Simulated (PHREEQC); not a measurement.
Make-up at 20 °C: 4.5 mmol/kgw Cu(BF4)2, 3.5 mmol/kgw HBF4 and 26 mmol/kgw H3BO3. Closed to the air; pH follows from the charge balance.

Computed with PHREEQC (ion-association model, wateq4f.dat).

```json
[
 {"quantity": "pH", "before": "2.43", "after": "2.44"},
 {"quantity": "ionic strength (mol/kgw)", "before": "0.0176", "after": "0.0107"},
 {"quantity": "H3BO3 (mol/kgw)", "before": "0.0259", "after": "0.0260"},
 {"quantity": "BF4- (mol/kgw)", "before": "0.0102", "after": "0.00626"},
 {"quantity": "BF3OH- (mol/kgw)", "before": "0.00157", "after": "0.00109"},
 {"quantity": "SI of CuF2:2H2O (CuF2:2H2O)", "before": "-4.80", "after": "-5.14"},
 {"quantity": "SI of Tenorite (CuO)", "before": "-5.51", "after": "-5.75"}
]
```

Problem. Which change was made?
A. HBF4 left out
B. Cu(BF4)2 from 0.0045 to 0.00225 mol/kgw
C. 0.0012 mol/kgw HCl added
D. diluted 10-fold with water

Solution. B, Cu(BF4)2 from 0.0045 to 0.00225 mol/kgw

This is a speciation only: nothing precipitates in the calculation. Real BF4- forms and hydrolyses slowly; the run takes it at equilibrium.
